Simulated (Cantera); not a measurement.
What does this Cantera script print?

```python
import numpy as np
import cantera as ct

gas_names = [...]  # 95 gases of nasa_gas.yaml made of C, F, H
cond_names = """
    C(gr) C6H6(L) C7H8(L) C8H18(L),n-octa
""".split()


# ... load() reads the species with a 1 bar reference pressure and builds the phases ...
atoms = {
    'C2F6': {'C': 2, 'F': 6},
    'H2': {'H': 2},
}
top_T = {'C(gr)': 4500}  # K; cautious upper limits of use, not melting points


# ... equilibrate(T, P, feed) seeds the gas with the atoms and calls Mixture.equilibrate('TP', solver="vcs", rtol=1e-11, max_steps=5000) ...
results = []
feed = {'C2F6': 1, 'H2': 0.056}  # mol
P = 370  # Pa
for T in [2575, 2650, 2725, 2800, 2875, 2950, 3025, 3100]:
    mix = equilibrate(T, P, feed)
    results.append((T, P, feed, dict(zip(mix.species_names, mix.species_moles))))
    x = sorted(zip(gas.X, gas.species_names), reverse=True)
    print(f"T = {T:g} K  P = {P:g} Pa  gas = {mix.phase_moles(0):.4g} mol")
    print("   x: " + "  ".join(f"{s} {v:.3e}" for v, s in x if v > 0.001))
    print("   condensed (mol): " + ("  ".join(f"{mix.phase(i).name} {mix.phase_moles(i):.4g}"
          for i in range(1, mix.n_phases) if mix.phase_moles(i) > 1e-12) or "none"))
```

Result:

```
T = 2575 K  P = 370 Pa  gas = 5.176 mol
   x: F 7.876e-01  CF2 1.567e-01  CF 3.216e-02  HF 2.161e-02
   condensed (mol): C(gr) 1.008
T = 2650 K  P = 370 Pa  gas = 5.423 mol
   x: F 8.284e-01  CF2 1.071e-01  CF 4.173e-02  HF 2.061e-02  C3 1.209e-03
   condensed (mol): C(gr) 1.168
T = 2725 K  P = 370 Pa  gas = 5.62 mol
   x: F 8.515e-01  CF2 7.166e-02  CF 5.227e-02  HF 1.984e-02  C3 3.303e-03
   condensed (mol): C(gr) 1.238
T = 2800 K  P = 370 Pa  gas = 5.792 mol
   x: F 8.586e-01  CF 6.349e-02  CF2 4.725e-02  HF 1.917e-02  C3 8.534e-03  C 1.781e-03
   condensed (mol): C(gr) 1.187
T = 2875 K  P = 370 Pa  gas = 5.982 mol
   x: F 8.486e-01  CF 7.481e-02  CF2 3.059e-02  C3 2.094e-02  HF 1.840e-02  C 3.958e-03  C2 2.076e-03
   condensed (mol): C(gr) 0.936
T = 2950 K  P = 370 Pa  gas = 6.281 mol
   x: F 8.149e-01  CF 8.482e-02  C3 4.902e-02  CF2 1.908e-02  HF 1.724e-02  C 8.444e-03  C2 4.931e-03
   condensed (mol): C(gr) 0.2806
T = 3025 K  P = 370 Pa  gas = 6.481 mol
   x: F 8.075e-01  CF 8.083e-02  C3 6.098e-02  HF 1.625e-02  C 1.425e-02  CF2 1.061e-02  C2 7.574e-03  H 1.022e-03
   condensed (mol): none
T = 3100 K  P = 370 Pa  gas = 6.582 mol
   x: F 8.120e-01  CF 7.272e-02  C3 6.008e-02  C 2.179e-02  HF 1.531e-02  C2 9.826e-03  CF2 5.799e-03  H 1.698e-03
   condensed (mol): none
```

These are equilibrium values from Cantera (NASA tables, ideal gas, pure condensed phases), not measurements of a reactor. The feed counts by its element totals alone.
